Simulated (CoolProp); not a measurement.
Vapour-liquid equilibrium of acetone (1) + ethanol (2) at 121.65 °C; x and y are mole fractions of (1).

Values from CoolProp's multi-fluid Helmholtz-energy mixture model, Lemmon 2006 and Schroeder 2014; pair parameters Bell 2016.

### Question
Give the bubble pressure and the first vapour's composition at x = 0.2, 0.35, 0.5. Is there an azeotrope?

### Answer
x = 0.2: 0.5366 MPa, y = 0.305; x = 0.35: 0.5790 MPa, y = 0.452; x = 0.5: 0.6078 MPa, y = 0.572. y crosses x between x = 0.8 and 0.95: the model has an azeotrope there.

The pair parameters rest on a limited set of measurements; away from them the model extrapolates.
